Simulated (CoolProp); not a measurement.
Vapour-liquid equilibrium of R134a (1) + R141b (2) at 1.98 bar; x and y are mole fractions of (1).

Model: multi-fluid Helmholtz-energy mixture model, Tillner-Roth 1994 and Lemmon 2006; pair parameters Bell 2016, in CoolProp.

```tsv
x	bubble temperature (°C)	y at the bubble point	dew temperature at overall composition x (°C)	liquid density (mol/L)
0.05	40.3	0.342	51.0	10.35
0.15	23.6	___	47.6	___
0.25	13.5	0.792	43.9	11.09
0.35	7.0	0.857	39.9	11.37
0.45	___	0.894	35.4	11.62
0.55	-0.6	0.919	30.3	11.85
0.65	-3.2	___	24.4	12.09
0.75	-5.3	0.954	17.1	12.33
0.85	___	0.971	___	12.58
0.95	-9.3	0.989	-4.7	___
```

Problem. What belongs in the gaps?

Solution. 
- 0.15, y at the bubble point: 0.662
- 0.15, liquid density (mol/L): 10.77
- 0.45, bubble temperature (°C): 2.6
- 0.65, y at the bubble point: 0.938
- 0.85, bubble temperature (°C): -7.3
- 0.85, dew temperature at overall composition x (°C): 7.7
- 0.95, liquid density (mol/L): 12.87

No azeotrope shows between x = 0.05 and 0.95.

The pair parameters rest on a limited set of measurements; away from them the model extrapolates.
